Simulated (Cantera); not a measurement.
## Catalytic combustion on Pt

An isothermal plug-flow reactor at 648 K and 1430 Torr (inlet), inlet velocity 4.6 m/s, active area per volume 1800 1/m; feed 0.799 % CO, 6.60 % O2, 91.4 % N2, 1.16 % H2O, equivalence ratio 0.061.

Model: Deutschmann's 1995 Pt surface mechanism with GRI-Mech 3.0 gas chemistry, integrated in Cantera. Catalytic surfaces can have several steady states; this one follows from the mechanism file's or the stated starting coverage. Mass transfer to the wall is taken as infinitely fast.

```json
[
 {"z (m)": "0.00012", "x CO": "0.00796", "x O2": "0.0660", "x H2O": "0.0116", "x CO2": "2.54e-5", "θ free Pt": "0.0214", "θ O*": "0.0215", "θ OH*": "0.000911", "θ CO*": "0.956"},
 {"z (m)": "0.00026", "x CO": "0.00793", "x O2": "0.0660", "x H2O": "0.0116", "x CO2": "5.52e-5", "θ free Pt": "0.0215", "θ O*": "0.0216", "θ OH*": "0.000916", "θ CO*": "0.956"},
 {"z (m)": "0.00055", "x CO": "0.00787", "x O2": "0.0659", "x H2O": "0.0116", "x CO2": "0.000118", "θ free Pt": "0.0217", "θ O*": "0.0219", "θ OH*": "0.000926", "θ CO*": "0.955"},
 {"z (m)": "0.0012", "x CO": "0.00773", "x O2": "0.0659", "x H2O": "0.0116", "x CO2": "0.000261", "θ free Pt": "0.0220", "θ O*": "0.0227", "θ OH*": "0.000951", "θ CO*": "0.954"},
 {"z (m)": "0.0026", "x CO": "0.00740", "x O2": "0.0657", "x H2O": "0.0116", "x CO2": "0.000587", "θ free Pt": "0.0230", "θ O*": "0.0247", "θ OH*": "0.00101", "θ CO*": "0.951"},
 {"z (m)": "0.0055", "x CO": "0.00662", "x O2": "0.0653", "x H2O": "0.0116", "x CO2": "0.00137", "θ free Pt": "0.0258", "θ O*": "0.0314", "θ OH*": "0.00121", "θ CO*": "0.942"},
 {"z (m)": "0.012", "x CO": "0.00373", "x O2": "0.0640", "x H2O": "0.0116", "x CO2": "0.00427", "θ free Pt": "0.0110", "θ O*": "0.979", "θ OH*": "0.00442", "θ CO*": "0.00518"}
]
```
x: gas mole fraction; θ: surface coverage.
